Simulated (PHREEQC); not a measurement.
# Hard or scaling water (model solution)

A solution holds 0.00011 mol/kgw CaSO4, 0.17 mol/kgw Na2SO4 and 0.45 mol/kgw NaCl, at 25 °C. Closed to the air; pH follows from the charge balance.

Model: ion-association model, phreeqc.dat, run in PHREEQC.

No solid was allowed to form.

Q: Predict the ionic strength.

A: ionic strength 0.825 mol/kgw.

Q: In which forms is S present?

A: SO4-2 60 %, NaSO4- 40 % of the S.

The ionic strength is past about 0.7 mol/kgw, beyond the range of this activity model, so the values are rough.
